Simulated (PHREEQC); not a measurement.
# Copper plating or etch bath: speciation

Dissolve 6.4 mmol/kgw CuSO4 and 0.97 mmol/kgw KCl at 40 °C. Closed to the air; pH follows from the charge balance.

The numbers come from PHREEQC with the ion-association model, wateq4f.dat.

Each row changes one thing in this solution. Precipitation was switched off in this run.

```json
[
 {"case": "as made", "pH": "4.82", "ionic strength (mol/kgw)": "0.0198", "SO4-2 (mol/kgw)": "0.00470", "KSO4- (mol/kgw)": "2.29e-5", "HSO4- (mol/kgw)": "6.49e-6"},
 {"case": "CuSO4 replaced by Li2SO4 at the same molality", "pH": "6.85", "ionic strength (mol/kgw)": "[?]", "SO4-2 (mol/kgw)": "0.00617", "KSO4- (mol/kgw)": "2.98e-5", "HSO4- (mol/kgw)": "7.87e-8"},
 {"case": "0.001 mol/kgw HNO3 added", "pH": "[?]", "ionic strength (mol/kgw)": "0.0205", "SO4-2 (mol/kgw)": "0.00451", "KSO4- (mol/kgw)": "2.18e-5", "HSO4- (mol/kgw)": "0.000265"},
 {"case": "temperature from 40 to 80 °C", "pH": "[?]", "ionic strength (mol/kgw)": "0.0191", "SO4-2 (mol/kgw)": "0.00454", "KSO4- (mol/kgw)": "3.67e-5", "HSO4- (mol/kgw)": "4.16e-5"},
 {"case": "KCl from 0.00097 to 0.00146 mol/kgw", "pH": "4.82", "ionic strength (mol/kgw)": "0.0203", "SO4-2 (mol/kgw)": "0.00470", "KSO4- (mol/kgw)": "3.42e-5", "HSO4- (mol/kgw)": "6.46e-6"}
]
```

Q: Some entries are withheld; supply them.

A: 
- CuSO4 replaced by Li2SO4 at the same molality, ionic strength (mol/kgw): 0.0197
- 0.001 mol/kgw HNO3 added, pH: 3.19
- temperature from 40 to 80 °C, pH: 4.45

Species that the database lacks are ignored. Some of these states are supersaturated (in Tenorite (slow to form), for instance). Constants without temperature data keep their 25 °C values here.
